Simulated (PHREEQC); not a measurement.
1 kg of water holding 140 mmol/kgw NaCl and 3.6 mmol/kgw MgSO4 is evaporated at 25 °C; the solids stay in contact with the brine. The system is closed to CO2. The run lets Bischofite, Bloedite, Brucite, Epsomite, Halite, Hexahydrite, Kieserite, Mirabilite, Thenardite, MgCl2_4H2O precipitate or redissolve, and no other solid.

Computed with PHREEQC (Pitzer model, pitzer.dat).

### Question
Predict ionic strength at water left (kg) = 0.5552, 0.3082, 0.07809, 0.06418.

### Answer
```
water left (kg)  ionic strength
---------------  --------------
0.5552                    0.278
0.3082                    0.501
0.07809                    1.98
0.06418                    2.41
```
